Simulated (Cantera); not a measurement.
**FeS2 + H2S + N2 (roasting and sulfation)**

Charge: 1 mol FeS2, 0.61 mol H2S, 2.6 mol N2, held at 1227 °C and 13.0 mbar.

Equilibrium computed with Cantera from the NASA thermochemical tables; the gas is ideal and each condensed phase is pure. Candidate condensed phases: Fe, FeS, FeS2, S; 16 gas species. FeS: taken at fixed stoichiometry. The numbers say what is thermodynamically allowed, not how fast it happens.

```json
{
 "x(N2)": "0.655",
 "x(S2)": "0.190",
 "x(H2)": "0.129",
 "x(H2S)": "0.0233",
 "x(SH)": "0.00254",
 "x(S)": "0.000156",
 "x(H)": "5.55e-5",
 "n(FeS(l))": "1.000 mol",
 "gas_amount": "3.969 mol",
 "log10 activity of Fe(γ) (absent)": "-1.08",
 "log10 activity of S(l) (absent)": "-2.51"
}
```
